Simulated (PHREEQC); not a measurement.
Synthetic water in mmol/kgw, 20 °C, pH 1.84, pe 11.8: Na 2.12; K 2.86; Ca 3.09; Mg 0.722; Cl 3.93; S(6) 18.7; Cu(2) 0.0121; O(0) (counted as O atoms) 0.00366.

Valence states are taken as typed.

Computed with PHREEQC (ion-association model, phreeqc.dat).

Question: The ionic strength comes out as 0.0417 mol/kgw. What activity coefficients do HSO4-, SO4-2, Ca+2, Cl-, K+ get?

Answer: HSO4- 0.83, SO4-2 0.49, Ca+2 0.50, Cl- 0.83, K+ 0.83.

Precipitation was switched off in this run.
